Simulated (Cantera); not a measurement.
Charge: 1 mol Si(CH₃)₄, 0.006 mol C₂H₄, 1.6 mol H₂, held at 14.0 mbar.

These are equilibrium values from Cantera (NASA tables, ideal gas, pure condensed phases), not measurements of a reactor. Candidate condensed phases: C, C₆H₆, C₇H₈, C₈H₁₈, Si, SiC; 87 gas species. Gases not in the tables: Si₂H₆ and higher silanes. Equilibrium is a limit: real reactors are often held back by kinetics, nucleation or transport.

What share of the Si ends up in condensed phases as a function of T (°C), at 1300, 1450, 1600, 1750, 1900, 2050, 2200?


| T (°C) | Si condensed (%) | as |
|---|---|---|
| 1300 | 100.0 | SiC(s) |
| 1450 | 100.0 | SiC(s) |
| 1600 | 100.0 | SiC(s) |
| 1750 | 99.8 | SiC(s) |
| 1900 | 98.0 | SiC(s) |
| 2050 | 86.1 | SiC(s) |
| 2200 | 12.0 | SiC(s) |
